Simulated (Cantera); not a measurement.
Charge: 1 mol Ti(OiPr)₄, 0.42 mol H₂O, 33 mol H₂, at 0.0133 bar.

Method: chemical equilibrium by Gibbs-energy minimisation in Cantera with the NASA 1993 tables (ideal gas, pure condensed phases). Candidate condensed phases: C, C₆H₆, C₇H₈, C₈H₁₈, H₂O, Ti, TiC, TiO, TiO₂, Ti₂O₃, Ti₃O₅, Ti₄O₇; 113 gas species. The feed counts by its element totals alone. Mutual solubility and eutectic melting of coexisting phases are not modelled. TiC: taken at fixed stoichiometry. Condensed phases not in the tables: Magnéli phases beyond Ti₄O₇. The numbers say what is thermodynamically allowed, not how fast it happens.

x: gas mole fraction; n: condensed amount in mol.

```tsv
T (K)	x H₂	x CO	x H	x C₂H₂ (acetylene)	n C(graphite)	n Ti₄O₇(s)	n TiC(s)	n Ti₃O₅(s)
1075	0.946	0.0532	1.24e-7	7.12e-9	9.31	0.250	0	0
1175	0.939	0.0611	1.03e-6	5.98e-8	8.70	0	0.200	0.267
1275	0.915	0.0853	6.11e-6	3.51e-7	6.58	0	1.00	0
1375	0.915	0.0853	2.84e-5	1.63e-6	6.58	0	1.00	0
1475	0.915	0.0853	0.000107	6.10e-6	6.58	0	1.00	0
1575	0.914	0.0852	[?]	[?]	6.58	0	1.00	0
1675	0.914	0.0852	0.000961	5.31e-5	6.57	0	1.00	0
1775	0.912	0.0852	[?]	[?]	6.57	0	1.00	0
1875	0.909	0.0850	0.00541	0.000288	6.55	0	1.00	0
1975	0.903	0.0848	0.0113	0.000587	6.52	0	1.000	0
2075	0.893	0.0843	0.0218	0.00111	6.46	0	1.000	0
```

### Question
Complete the blanks.

### Answer

- 1575, x H: 0.000344
- 1575, x C₂H₂ (acetylene): 1.93e-5
- 1775, x H: 0.00239
- 1775, x C₂H₂ (acetylene): 0.000130
